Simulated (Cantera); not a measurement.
A freely propagating, adiabatic, planar premixed flame of H₂ : O₂ : N₂ : H₂O = 1 : 0.294 : 1.11 : 0.24 (molar parts), unburnt at 498 K and 1000000 Pa; mixture-averaged transport, grid criteria slope 0.08 and curve 0.16, no radiation.

Computed with Cantera and the H2/O2 subset of GRI-Mech 3.0, which has no nitrogen chemistry. The hydrogen kinetics of GRI-Mech 3.0 are dated; newer H2 mechanisms differ, most at raised pressure. Burning velocities carry a grid error of a few per cent, more on coarse grids.

**Question.** How do the results move with these cheaper or finer settings: unity-Lewis-number transport; multicomponent transport; multicomponent+Soret transport; grid criteria slope 0.5, curve 1; grid criteria slope 0.25, curve 0.5; grid criteria slope 0.03, curve 0.06?

**Answer.** 
| setting | laminar burning velocity | thermal thickness | peak x(OH) | peak x(O) | grid points |
|---|---|---|---|---|---|
| as above | 380 cm/s | 0.0233 mm | 0.00395 | 0.00108 | 113 |
| unity-Lewis-number transport | 260 cm/s | 0.0258 mm | 0.00397 | 0.000854 | 110 |
| multicomponent transport | 379 cm/s | 0.0234 mm | 0.00393 | 0.00107 | 113 |
| multicomponent+Soret transport | 360 cm/s | 0.0228 mm | 0.00396 | 0.00108 | 116 |
| grid criteria slope 0.5, curve 1 | 447 cm/s | 0.0318 mm | 0.00443 | 0.00109 | 34 |
| grid criteria slope 0.25, curve 0.5 | 395 cm/s | 0.0253 mm | 0.00433 | 0.00112 | 51 |
| grid criteria slope 0.03, curve 0.06 | 372 cm/s | 0.0228 mm | 0.00371 | 0.00104 | 248 |
Unity Lewis numbers drop preferential diffusion, which matters most where H2 and H carry the flame; Soret adds thermal diffusion.
